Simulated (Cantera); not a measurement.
Charge: 1 mol BCl3, 2.8 mol H2O, 180 mol H2, held at 1900 K and 0.133 bar.

Method: chemical equilibrium by Gibbs-energy minimisation in Cantera with the NASA 1993 tables (ideal gas, pure condensed phases). Candidate condensed phases: B, B2O3, B3O3H3, H2O; 33 gas species. The tables' values for BOCl are old estimates; treat these amounts as uncertain. Kinetics and transport are ignored.

Base state: H2 0.970, HCl 0.0162, H2O 0.00642, HBO2 0.00317, H 0.00214, HBO 0.00184, B2O3 0.000138, BO 6.52e-5 (mole fractions); condensed: gas only.

**Question.** What changes in the equilibrium state with this change: temperature from 1900 K to 1973 K?

**Answer.** 
| species | before | after |
|---|---|---|
| H2 | 0.970 | 0.968 |
| HCl | 0.0162 | 0.0161 |
| H2O | 0.00642 | 0.00672 |
| H | 0.00214 | 0.00364 |
| HBO2 | 0.00317 | 0.00288 |
| BO | 6.52e-5 | 0.000117 |
| Cl | 2.69e-5 | 4.53e-5 |
| B2O2 | 1.12e-5 | 1.29e-5 |

**Question.** What changes in the equilibrium state with this change: temperature from 1900 K to 1048 K?

**Answer.** 
```csv
species,before,after
H2,0.970,0.977
HCl,0.0162,0.0163
H2O,0.00642,0.00704
HBO2,0.00317,1.57e-5
H,0.00214,2.09e-8
B2O3,0.000138,<1e-9
HBO,0.00184,2.10e-8
BO,6.52e-5,<1e-9
BOCl,3.02e-5,<1e-9
Cl,2.69e-5,<1e-9
"B2O3(l), mol",0,0.497
```
Gases not in the tables: H3BO3.
